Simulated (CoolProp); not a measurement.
Computed with CoolProp (reference Helmholtz-energy equation of state, Lemmon 2006). It is a short technical equation, of lower accuracy than the large ones.

### Question
For toluene, give the phase and the Joule-Thomson coefficient (K/MPa), viscosity (µPa s) at 610.1 K and 6.52 kPa; 610.1 K and 1000 kPa; 610.1 K and 2060 kPa.

### Answer
- 610.1 K and 6.52 kPa: gas; Joule-Thomson coefficient 6.75, viscosity 13.9
- 610.1 K and 1000 kPa: gas; Joule-Thomson coefficient 7.61, viscosity 14.1
- 610.1 K and 2060 kPa: gas; Joule-Thomson coefficient 8.88, viscosity 14.4

Viscosity comes from a separate model (Avgeri 2015).
